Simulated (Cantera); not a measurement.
What does this Cantera script print?

```python
import numpy as np
import cantera as ct

gas_names = """
    AL ALCL ALCL2 ALCL3 ALH AL2 AL2CL6 CL CL2 H HCL H2
""".split()
cond_names = """
    AL(cr) AL(L) ALCL3(s) ALCL3(L)
""".split()


def load(file, names, dense=False):
    # The tables refer to 1 bar. Condensed volumes are neglected.
    table = {s.name: s for s in ct.Species.list_from_file(file)}
    out = []
    for n in names:
        d = dict(table[n].input_data)
        d["thermo"] = dict(d["thermo"], **{"reference-pressure": 1e5})
        if dense:
            d["equation-of-state"] = {"model": "constant-volume", "density": "1e6 g/cm^3"}
        out.append(ct.Species.from_dict(d))
    return out


gas = ct.Solution(thermo="ideal-gas", species=load("nasa_gas.yaml", gas_names))
cond = {s.name: ct.Solution(thermo="fixed-stoichiometry", species=[s], name=s.name)
        for s in load("nasa_condensed.yaml", cond_names, dense=True)}
atoms = {
    'Al': {'AL': 1},
    'HCl': {'H': 1, 'CL': 1},
    'H2': {'H': 2},
}
top_T = {}  # K; cautious upper limits of use, not melting points


def equilibrate(T, P, feed):
    n = {}
    for name, mol in feed.items():
        for a, k in atoms[name].items():
            n[a] = n.get(a, 0.0) + k * mol
    gas.TPX = T, P, n
    mass = sum(n.values()) * gas.mean_molecular_weight
    gas.equilibrate("TP")
    valid = [c for c in cond.values() if c.min_temp <= T <= top_T.get(c.name, c.max_temp)]
    mix = ct.Mixture([(gas, mass / gas.mean_molecular_weight)] + [(c, 0.0) for c in valid])
    mix.T, mix.P = T, P
    mix.equilibrate("TP", solver="vcs", rtol=1e-11, max_steps=5000)
    return mix


results = []
feed = {'Al': 1, 'HCl': 0.92, 'H2': 89}  # mol
T = 1348.15  # K
P = 13332.2  # Pa
mix = equilibrate(T, P, feed)
results.append((T, P, feed, dict(zip(mix.species_names, mix.species_moles))))
print(gas.report(threshold=1e-06))
for i in range(1, mix.n_phases):
    print(f"{mix.phase(i).name:16s} {mix.phase_moles(i):12.5e} mol")
```

Result:

```
       temperature   1348.2 K
          pressure   13332 Pa
           density   0.003128 kg/m^3
  mean mol. weight   2.6299 kg/kmol
   phase of matter   gas

                          1 kg             1 kmol
                     ---------------   ---------------
          enthalpy        1.1794e+07        3.1018e+07  J
   internal energy        7.5322e+06        1.9809e+07  J
           entropy             73692         1.938e+05  J/K
    Gibbs function       -8.7553e+07       -2.3025e+08  J
 heat capacity c_p             12090             31796  J/K
 heat capacity c_v            8928.7             23481  J/K

                      mass frac. Y      mole frac. X     chem. pot. / RT
                     ---------------   ---------------   ---------------
                AL        6.2491e-05         6.091e-06           -6.2477
              ALCL           0.23979          0.010101           -41.809
             ALCL2        0.00084323        2.2656e-05           -77.371
               ALH         5.487e-05        5.1555e-06           -16.409
                 H        2.4217e-06        6.3182e-06           -10.161
               HCL        0.00042846        3.0907e-05           -45.723
                H2           0.75878           0.98983           -20.323
     [   +5 minor]        3.7917e-05        7.4815e-07

AL(L)             8.39595e-02 mol
ALCL3(L)          0.00000e+00 mol
```

Equilibrium computed with Cantera from the NASA thermochemical tables; the gas is ideal and each condensed phase is pure. The tables' values for AlCl2 are old estimates; treat these amounts as uncertain.
